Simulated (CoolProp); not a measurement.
Aqueous ammonia as a coolant, 25 % by mass, freezing at -55.5 °C, 1 atm.

Model: Melinder's fits for secondary coolants, in CoolProp.

| T (°C) | conductivity (W/(m K)) | cp (kJ/(kg K)) | density (kg/m³) | viscosity (mPa s) |
|---|---|---|---|---|
| -39 | ? | 4.319 | ? | 12.5 |
| -31.4 | 0.371 | ? | 930.7 | 8.10 |
| -23.9 | 0.384 | 4.277 | 928.1 | 5.58 |
| -16.4 | 0.397 | 4.262 | 925.1 | 4.02 |
| -8.8 | 0.411 | ? | 921.8 | 3.01 |
| -1.3 | ? | 4.242 | 918.3 | 2.33 |
| 6.3 | 0.438 | ? | 914.4 | ? |
| 13.8 | 0.451 | 4.229 | 910.4 | 1.50 |
| 21.4 | ? | 4.223 | 906.1 | 1.22 |
| 28.9 | 0.476 | 4.217 | 901.6 | 1.01 |

Q: Some entries are withheld; supply them.

A: 
- -39, conductivity (W/(m K)): 0.358
- -39, density (kg/m³): 933.1
- -31.4, cp (kJ/(kg K)): 4.295
- -8.8, cp (kJ/(kg K)): 4.251
- -1.3, conductivity (W/(m K)): 0.424
- 6.3, cp (kJ/(kg K)): 4.235
- 6.3, viscosity (mPa s): 1.85
- 21.4, conductivity (W/(m K)): 0.464
